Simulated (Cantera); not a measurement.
Feed: 1 mol Si, 2 mol Cl2, equilibrated at 6.30 Pa.

Equilibrium computed with Cantera from the NASA thermochemical tables; the gas is ideal and each condensed phase is pure. Candidate condensed phases: Si; 9 gas species. The tables' values for SiCl3 are old estimates; treat these amounts as uncertain. Rates play no part. All values below are at 1250 K.

Base state: SiCl4 0.985, Cl 0.00749, SiCl3 0.00691, SiCl2 0.000347, Cl2 5.81e-5 (mole fractions); condensed: gas only.

Problem. What changes in the equilibrium state with this change: Cl2 from 2 to 6.2 mol?

Solution. 
| species | before | after |
|---|---|---|
| Cl | 0.00749 | 0.549 |
| Cl2 | 5.81e-5 | 0.312 |
| SiCl4 | 0.985 | 0.140 |
| SiCl2 | 0.000347 | 9.17e-9 |
| SiCl3 | 0.00691 | 1.34e-5 |
